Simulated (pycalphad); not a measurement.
**Freezing of Si-Ti alloys with rising Ti**

Source of the numbers: pycalphad with the COST 507 light-alloy database (1999); pressure 1 atm. These are 1990s assessments: newer ones move some temperatures and phases. Amounts are mole fractions of atoms.

Scheil-Gulliver runs (no diffusion in the solid, steps of 4 K) beside full equilibrium.

| alloy | liquidus (°C) | Scheil, half solid (°C) | Scheil, 80 % solid (°C) | Scheil, invariant end (°C) | liquid left at that end | equilibrium solidus (°C) |
|---|---|---|---|---|---|---|
| Si-21.69Ti (wt.%) | 1378 | at the invariant end | at the invariant end | 1331 | 0.76 | 1331 |
| Si-39.8Ti (wt.%) | 1457 | 1391 | at the invariant end | 1331 | 0.36 | 1331 |
| Si-55.17Ti (wt.%) | 1672 | at the invariant end | at the invariant end | 1474 | 0.65 | 1474 |
| Si-68.36Ti (wt.%) | 2055 | 1919 | 1746 | 1474 | 0.11 | 1919 |
